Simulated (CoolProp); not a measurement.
Ethylbenzene at 298.15 K and 4.66 MPa is throttled through a valve to 1.6 MPa with no heat exchange. Each further row changes one setting.

Model: reference Helmholtz-energy equation of state, Zhou 2012, in CoolProp.

```
case                      temperature change (K)  final density (kg/m³)
------------------------  ----------------------  ---------------------
as stated                                    [?]                    862
outlet pressure 0.48 MPa                     [?]                    [?]
outlet pressure 2.08 MPa                    +1.2                    [?]
```

Question: What belongs in the gaps?

Answer: 
- as stated, temperature change (K): +1.4
- outlet pressure 0.48 MPa, temperature change (K): +1.9
- outlet pressure 0.48 MPa, final density (kg/m³): 861
- outlet pressure 2.08 MPa, final density (kg/m³): 863
